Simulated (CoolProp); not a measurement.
A closed Brayton cycle with dry air: compressor inlet 318.15 K and 8 MPa, high pressure 19.5 MPa, turbine inlet 780 K, compressor efficiency 0.8, turbine efficiency 0.9, recuperator effectiveness 0.8 (on enthalpy, no pinch check). Each further row changes one setting.

The numbers come from the reference Helmholtz-energy equation of state, Lemmon 2000 in CoolProp. It is a pseudo-pure fit of the blend.

```json
[
 {"case": "as stated", "thermal efficiency (%)": "22.1", "net work (kJ/kg)": "47.6", "compressor to turbine work": "0.72", "compressor exit (K)": "434.1", "turbine exit (K)": "630.8"},
 {"case": "turbine inlet 730 K", "thermal efficiency (%)": "18.8", "net work (kJ/kg)": "36.8", "compressor to turbine work": "0.77", "compressor exit (K)": "434.1", "turbine exit (K)": "588.8"},
 {"case": "compressor inlet 328.15 K", "thermal efficiency (%)": "20.5", "net work (kJ/kg)": "43.5", "compressor to turbine work": "0.74", "compressor exit (K)": "447.7", "turbine exit (K)": "630.8"},
 {"case": "high pressure 16.6 MPa", "thermal efficiency (%)": "22.5", "net work (kJ/kg)": "44.4", "compressor to turbine work": "0.68", "compressor exit (K)": "410.9", "turbine exit (K)": "655.5"},
 {"case": "recuperator effectiveness 0.5", "thermal efficiency (%)": "17.1", "net work (kJ/kg)": "47.6", "compressor to turbine work": "0.72", "compressor exit (K)": "434.1", "turbine exit (K)": "630.8"}
]
```
